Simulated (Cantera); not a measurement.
What does this Cantera script print?

```python
import numpy as np
import cantera as ct

gas_names = """
    K O O2 S2
""".split()
cond_names = """
    K2SO4(a) K2SO4(b) K2SO4(L) S(cr1) S(cr2) S(L) K(cr) K(L)
""".split()


# ... load() reads the species with a 1 bar reference pressure and builds the phases ...
species = {s.name: s for s in load("nasa_gas.yaml", gas_names) + load("nasa_condensed.yaml", cond_names)}
# Each term lists the table entries of one substance; the one whose range holds T is used.
reactions = {
    'K2SO4 = S + 2 K(g) + 4 O(g)':
        [(-1, ['K2SO4(a)', 'K2SO4(b)', 'K2SO4(L)']), (1, ['S(cr1)', 'S(cr2)', 'S(L)']), (2, ['K']), (4, ['O'])],
    '4 K + 4 O2(g) + S2(g) = 2 K2SO4':
        [(-4, ['K(cr)', 'K(L)']), (-4, ['O2']), (-1, ['S2']), (2, ['K2SO4(a)', 'K2SO4(b)', 'K2SO4(L)'])],
}


def pick(names, T):
    return next(species[n] for n in names if species[n].thermo.min_temp <= T <= species[n].thermo.max_temp)


results = []
for label, terms in reactions.items():
    print(label)
    print("     T/K   dH/kJ  dS/(J/K)   dG/kJ   log10 K")
    for T in [300, 423, 498, 573, 648, 723, 798, 873, 948, 1023]:
        used = [(nu, pick(names, T)) for nu, names in terms]
        dH = sum(nu * s.thermo.h(T) for nu, s in used) / 1e6
        dS = sum(nu * s.thermo.s(T) for nu, s in used) / 1e3
        dG = dH - T * dS / 1e3
        logK = -dG * 1e6 / (ct.gas_constant * T * np.log(10))
        results.append((label, T, dH, dS, dG, logK, [s.name for _, s in used]))
        print(f"{T:8g} {dH:8.1f} {dS:8.1f} {dG:8.1f} {logK:8.2f}")
```

Output:

```
K2SO4 = S + 2 K(g) + 4 O(g)
     T/K   dH/kJ  dS/(J/K)   dG/kJ   log10 K
     300   2612.5    821.6   2366.0  -411.95
     423   2616.2    831.7   2264.4  -279.62
     498   2617.1    833.6   2201.9  -230.96
     573   2617.1    833.8   2139.4  -195.02
     648   2616.2    832.2   2076.9  -167.42
     723   2614.1    829.2   2014.6  -145.55
     798   2611.3    825.4   1952.6  -127.81
     873   2599.7    811.8   1891.0  -113.14
     948   2597.5    809.4   1830.2  -100.84
    1023   2594.8    806.7   1769.6   -90.35
4 K + 4 O2(g) + S2(g) = 2 K2SO4
     T/K   dH/kJ  dS/(J/K)   dG/kJ   log10 K
     300  -3003.9   -956.6  -2716.9   473.05
     423  -3012.6   -982.7  -2596.9   320.67
     498  -3010.4   -977.9  -2523.3   264.66
     573  -3006.9   -971.4  -2450.2   223.36
     648  -3002.1   -963.6  -2377.7   191.66
     723  -2996.0   -954.8  -2305.7   166.58
     798  -2988.6   -945.0  -2234.5   146.26
     873  -2963.6   -915.7  -2164.3   129.49
     948  -2957.5   -908.9  -2095.9   115.48
    1023  -2950.8   -902.1  -2027.9   103.55
```

Cantera with NASA thermochemical tables; ideal gases at 1 bar, condensed phases pure. Condensed species are held in their standard states even where they would react or evaporate.
